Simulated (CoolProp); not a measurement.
Vapour-liquid equilibrium of R125 (1) + propane (2) at 260.4 K; x and y are mole fractions of (1).

Computed with CoolProp (multi-fluid Helmholtz-energy mixture model, Lemmon 2005 and Lemmon 2009; pair parameters Bell 2016).

Q: Give the bubble pressure and the first vapour's composition at x = 0.15, 0.35, 0.75. Is there an azeotrope?

A: x = 0.15: 0.4670 MPa, y = 0.383; x = 0.35: 0.5345 MPa, y = 0.517; x = 0.75: 0.5452 MPa, y = 0.673. y crosses x between x = 0.55 and 0.65: the model has an azeotrope there.

Pair parameters are fitted to limited data, so mixtures are less certain than the pure fluids.
